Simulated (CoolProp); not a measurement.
A single-stage vapour-compression cycle with cyclopentane: evaporating at 284.15 K (dew point), condensing at 334.15 K (bubble point), superheat 5 K, subcooling 8 K, compressor efficiency 0.75, no pressure losses. Each further row changes one setting.

Computed with CoolProp (reference Helmholtz-energy equation of state, Gedanitz 2015).

```tsv
case	cooling COP	pressure ratio	discharge temperature (K)	refrigerating effect (kJ/kg)	volumetric capacity (kJ/m³)
as stated	___	6.21	359.6	344	240
evaporating temperature 289.15 K	___	5.01	356.5	___	298
condensing temperature 329.15 K	___	___	353.8	354	247
subcooling 13 K	3.96	6.21	359.6	354	247
superheat 15 K	3.86	6.21	369.2	356	240
compressor efficiency 0.65	___	6.21	___	344	240
```

**Question.** What belongs in the gaps?

**Answer.** 
- as stated, cooling COP: 3.85
- evaporating temperature 289.15 K, cooling COP: 4.42
- evaporating temperature 289.15 K, refrigerating effect (kJ/kg): 350
- condensing temperature 329.15 K, cooling COP: 4.35
- condensing temperature 329.15 K, pressure ratio: 5.32
- compressor efficiency 0.65, cooling COP: 3.34
- compressor efficiency 0.65, discharge temperature (K): 368.5
